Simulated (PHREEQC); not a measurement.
PHREEQC input (ion-association model, wateq4f.dat):

```
SOLUTION_MASTER_SPECIES
  An  An-  0  An  62.0  # stands for a non-complexing anion
SOLUTION_SPECIES
  An- = An-
    -log_k 0
    -gamma 3.0 0
  PO4-3 + 3H+ = H3PO4  # constants of phreeqc.dat
    -log_k 21.721
    -delta_h -10.1 kJ
PHASES
  Fix_H+
    H+ = H+
    -log_k 0
SOLUTION 1
  temp 25
  units mmol/kgw
  pH 7 charge
  P 0.031
  Na 1.031
  An 1
END
SELECTED_OUTPUT 1
  -reset false
  -pH true
  -pe true
  -ionic_strength true
  -water true
  -totals Na P
  -molalities Hfo_wOH Hfo_wOH2+ Hfo_wO- Hfo_sOH Hfo_sOH2+ Hfo_sO- Hfo_wH2PO4 Hfo_wHPO4- Hfo_wPO4-2
USER_PUNCH 1
  -headings sigma psi
  10 PUNCH EDL("sigma", "Hfo"), EDL("psi", "Hfo")
PRINT
  -reset false
USE solution 1
SURFACE 1
  Hfo_wOH 0.000269663 600 0.12
  Hfo_sOH 6.74157e-06
EQUILIBRIUM_PHASES 1
  Fix_H+ -4 HAn 10
    -force_equality true
  O2(g) -0.68 10
END
# ... the last block is repeated for the other 12 points of pH, with NaOH or the acid as the point needs
```

Selected output (columns that matter, 9 of 13 rows; pH added in front):

```
pH	mu	Na	P	m_Hfo_wOH	m_Hfo_wOH2+	m_Hfo_wO-	m_Hfo_sOH	m_Hfo_sOH2+	m_Hfo_sO-	m_Hfo_wH2PO4	m_Hfo_wHPO4-	m_Hfo_wPO4-2	sigma	psi
4	0.0011699	0.001031	1.1441e-10	0.00012497	0.00011045	3.2392e-06	3.5301e-06	3.12e-06	9.1499e-08	7.4032e-07	2.0561e-05	9.6981e-06	0.094195	0.1978
5	0.0010553	0.001031	4.267e-10	0.00015413	7.7508e-05	7.0217e-06	4.3538e-06	2.1894e-06	1.9834e-07	3.4337e-07	1.6761e-05	1.3895e-05	0.037427	0.15313
5.5	0.0010427	0.001031	1.0502e-09	0.00016074	6.9398e-05	8.5288e-06	4.5404e-06	1.9603e-06	2.4091e-07	2.7493e-07	1.5631e-05	1.5093e-05	0.022477	0.12747
6	0.0010369	0.001031	2.9323e-09	0.00016459	6.4447e-05	9.6293e-06	4.6491e-06	1.8204e-06	2.72e-07	2.3765e-07	1.4898e-05	1.5861e-05	0.013062	0.1004
7	0.0010325	0.001031	3.8952e-08	0.00016823	5.959e-05	1.088e-05	4.7513e-06	1.683e-06	3.0729e-07	2.0388e-07	1.4129e-05	1.6628e-05	0.0036189	0.043819
8	0.0010319	0.001031	1.4909e-06	0.00017206	5.5975e-05	1.2116e-05	4.8301e-06	1.5713e-06	3.4013e-07	1.7043e-07	1.286e-05	1.6479e-05	-0.00097516	-0.013151
8.5	0.0010372	0.001031	7.682e-06	0.00018166	4.9366e-05	1.5315e-05	4.9715e-06	1.351e-06	4.1911e-07	1.0143e-07	9.1619e-06	1.4055e-05	-0.0030661	-0.038106
9	0.0010704	0.0010532	1.951e-05	0.00019678	3.8115e-05	2.3275e-05	5.1385e-06	9.9528e-07	6.0776e-07	2.8689e-08	3.6359e-06	7.8253e-06	-0.0054397	-0.058985
10	0.0012022	0.0011775	3.0609e-05	0.00020595	2.6119e-05	3.7202e-05	5.1562e-06	6.5392e-07	9.3141e-07	4.7083e-10	9.1133e-08	2.9956e-07	-0.016151	-0.10726
```

H3PO4, which wateq4f.dat lacks, is added to it with the constant of phreeqc.dat.
